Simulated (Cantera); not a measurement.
Input (Python, Cantera):

```python
import numpy as np
import cantera as ct

gas = ct.Solution("gri30.yaml")
gas.TPX = 775, 101325, {'CH4': 1, 'CO': 0.17, 'O2': 1.74, 'N2': 6.53}
inlet = ct.Reservoir(gas, clone=True)
gas.equilibrate("HP")  # start burning
reactor = ct.IdealGasConstPressureReactor(gas, energy="on", clone=False)
exhaust = ct.Reservoir(gas, clone=True)
tau = [0.43, 0.15, 0.052, 0.018, 0.0062, 0.0022, 0.00075, 0.00026, 9.1e-05, 3.2e-05, 1.1e-05][0]
for a, b in ((inlet, reactor), (reactor, exhaust)):
    ct.MassFlowController(a, b, mdot=lambda t: reactor.mass / tau)
net = ct.ReactorNet([reactor])
show = ['CH4', 'CO', 'O2', 'HO2', 'H2O', 'HCN']

rows = []
print(f"{'tau/s':>10s}{'T/K':>9s}" + "".join(f"{s:>11s}" for s in show))
for tau in [0.43, 0.15, 0.052, 0.018, 0.0062, 0.0022, 0.00075, 0.00026, 9.1e-05, 3.2e-05, 1.1e-05]:
    net.initial_time = 0.0
    net.advance(30 * tau)
    before = gas.X
    net.advance(40 * tau)
    drift = np.max(np.abs(gas.X - before) / (gas.X + 1e-9))
    rows.append([gas.T, *gas[show].X, drift])
    print(f"{tau:10.3e}{gas.T:9.1f}" + "".join(f"{x:11.3e}" for x in gas[show].X))
```

Result:

```
     tau/s      T/K        CH4         CO         O2        HO2        H2O        HCN
 4.300e-01   2443.3  5.190e-07  5.266e-02  1.264e-03  3.596e-07  1.780e-01  1.700e-07
 1.500e-01   2440.9  1.422e-06  5.274e-02  1.349e-03  3.823e-07  1.778e-01  4.407e-07
 5.200e-02   2434.5  3.694e-06  5.293e-02  1.570e-03  4.403e-07  1.772e-01  1.020e-06
 1.800e-02   2419.6  8.774e-06  5.342e-02  2.074e-03  5.710e-07  1.759e-01  1.952e-06
 6.200e-03   2390.4  1.930e-05  5.440e-02  3.071e-03  8.235e-07  1.735e-01  3.023e-06
 2.200e-03   2344.6  4.063e-05  5.592e-02  4.670e-03  1.234e-06  1.698e-01  3.914e-06
 7.500e-04   2280.7  9.219e-05  5.801e-02  7.004e-03  1.908e-06  1.649e-01  4.796e-06
 2.600e-04   2210.0  2.284e-04  6.069e-02  1.003e-02  3.026e-06  1.599e-01  6.433e-06
 9.100e-05   2136.5  6.599e-04  6.537e-02  1.495e-02  5.664e-06  1.558e-01  1.076e-05
 3.200e-05    775.0  1.059e-01  1.801e-02  1.843e-01  1.042e-13  1.046e-13  3.684e-20
 1.100e-05    775.0  1.059e-01  1.801e-02  1.843e-01  3.537e-14  2.511e-14  4.675e-23
```

Cantera simulation using GRI-Mech 3.0 (53 species, 325 reactions); the numbers are that mechanism's predictions, not measurements.
